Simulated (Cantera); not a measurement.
A closed system holds: 1 mol CHF3, 0.45 mol H2, equilibrated at 9.10e-5 bar.

Equilibrium computed with Cantera from the NASA thermochemical tables; the gas is ideal and each condensed phase is pure. Candidate condensed phases: C, C6H6, C7H8, C8H18; 95 gas species. The numbers say what is thermodynamically allowed, not how fast it happens.

Problem. What share of the C ends up in condensed phases as a function of T (°C), at 2152, 2227, 2302, 2377, 2452, 2527, 2602, 2677?

Solution. 
```
T (°C)  C condensed (%)           as
------  ---------------  -----------
2152               94.7  C(graphite)
2227               89.9  C(graphite)
2302               75.6  C(graphite)
2377               32.3  C(graphite)
2452                0.0            -
2527                0.0            -
2602                0.0            -
2677                0.0            -
```
